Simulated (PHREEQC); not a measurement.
## Silver or lead bath: speciation

Make-up at 25 °C: 0.0036 mol/kgw Ag2SO4 and 0.0053 mol/kgw HNO3. Closed to the air; pH follows from the charge balance.

Equilibrium calculation in PHREEQC: ion-association model, wateq4f.dat.

No solid was allowed to form.

Question: What pH, ionic strength does the model give?

Answer: pH 2.39; ionic strength 0.0141 mol/kgw.

Question: In which forms is Ag present?

Answer: Ag+ 97 %, AgSO4- 3.1 % of the Ag.

Complexes and solids missing from the database can't appear.
